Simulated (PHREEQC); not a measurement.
A solution holds 0.014 mol/kgw Cu(BF4)2, 4.9e-05 mol/kgw H2SO4 and 3.9e-05 mol/kgw NaCl, at 25 °C. Closed to the air; pH follows from the charge balance.

All values are PHREEQC results (ion-association model, phreeqc.dat), not measurements.

No solid was allowed to form.

**Question.** What pH does the model give?

**Answer.** pH 2.81.

**Question.** In which forms is S present?

**Answer.** SO4-2 57 %, CuSO4 38 %, HSO4- 5.0 % of the S.

Real BF4- forms and hydrolyses slowly; the run takes it at equilibrium.
